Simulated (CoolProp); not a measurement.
Saturated liquid density (kg/m³) of R123: the reference equation beside estimates from Tc = 456.8 K, pc = 36.62 bar, ω = 0.282. Rackett uses Z = 0.29056 − 0.08775 ω.

Values from CoolProp's reference Helmholtz-energy equation of state, Younglove 1994. It is a modified Benedict-Webb-Rubin equation, recast in Helmholtz form.

```
T (K)  reference  Rackett  Soave-Redlich-Kwong  Peng-Robinson
-----  ---------  -------  -------------------  -------------
277.3       1516     1530                 1377           1555
283         1502     1516                 1365           1541
288.7       1488     1501                 1352           1528
294.4       1473     1487                 1339           1513
300         1459     1472                 1326           1499
305.7       1444     1457                 1312           1484
311.4       1429     1442                 1298           1468
317         1414     1427                 1283           1452
322.7       1399     1411                 1268           1435
328.4       1383     1395                 1252           1418
334.1       1367     1378                 1235           1400
339.7       1351     1362                 1218           1381
345.4       1335     1344                 1201           1361
351.1       1317     1327                 1182           1341
356.7       1300     1309                 1164           1320
```

Absolute difference from the reference over all 15 rows, mean and median: Rackett 0.9 and 0.9 %, Soave-Redlich-Kwong 9.5 and 9.3 %, Peng-Robinson 2.4 and 2.6 %.
